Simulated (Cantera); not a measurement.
An isothermal, constant-pressure homogeneous reactor starts with N2O : O2 = 1 : 0.58 (molar parts), at 1150 K and 1130 Torr. Integrator tolerance rtol = 1e-08.

Detailed kinetics in Cantera: GRI-Mech 3.0 (53 species, 325 reactions). GRI-Mech 3.0 was tuned for natural gas; its chemistry of N2O as a main component is partial and can be far from experiment. The mechanism lacks the step 2 NO + O2 → 2 NO2, which can matter for NO2 below about 1400 K. The temperature is held fixed by assumption; the heat of reaction is taken as removed at once.

Q: What does this change do: N2O 1 to 5.4 parts?

A: 
| quantity | before | after |
|---|---|---|
| x(N2O) at 100 s | 1.99e-7 (gas-phase equilibrium 1.12e-8) | 3.20e-7 (gas-phase equilibrium 1.24e-8) |
| x(O2) at 100 s | 0.506 (gas-phase equilibrium 0.519) | 0.360 (gas-phase equilibrium 0.378) |
| x(NO) at 100 s | 0.0256 (gas-phase equilibrium 0.000162) | 0.0333 (gas-phase equilibrium 0.000157) |
| x(NO2) at 100 s | 0.00105 (gas-phase equilibrium 6.76e-6) | 0.00116 (gas-phase equilibrium 5.60e-6) |
| x(O) at 100 s | 4.86e-9 (gas-phase equilibrium 4.92e-9) | 4.10e-9 (gas-phase equilibrium 4.20e-9) |
